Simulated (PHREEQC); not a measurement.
# Geothermal or formation water (model solution)

Synthetic water in mmol/kgw, 65 °C, pH 6.57: Na 190; K 0.22; Ca 2.66; Mg 20.8; Cl 229; S(6) 3; Alkalinity (meq/kgw) 0.00845.

Cl is adjusted to close the charge balance.
Valence states are taken as typed.

Computed with PHREEQC (Pitzer model, pitzer.dat).

| Item | Result |
|---|---|
| ionic strength | 0.264 mol/kgw |
| activity of water | 0.993 |
| specific conductance | 45500 µS/cm |
| density | 0.990 g/cm³ |
| osmotic coefficient | 0.906 |

```csv
species,molality,activity,log γ
Cl-,0.231,0.158,-0.164
Na+,0.190,0.137,-0.141
Mg+2,0.0208,0.00553,-0.575
SO4-2,0.00300,0.000449,-0.825
Ca+2,0.00266,0.000657,-0.608
K+,0.000220,0.000154,-0.155
HCO3-,7.32e-6,5.07e-6,-0.160
CO2,2.56e-6,2.66e-6,0.017
MgOH+,7.59e-7,6.88e-7,-0.042
OH-,7.40e-7,4.63e-7,-0.203
H+,3.57e-7,2.69e-7,-0.123
HSO4-,5.46e-8,3.75e-8,-0.164
MgCO3,1.16e-8,1.16e-8,0.000
```

Precipitation was switched off in this run. Complexes and solids missing from the database can't appear. At this temperature some constants are extrapolated from 25 °C, and those without enthalpy data are left unchanged.
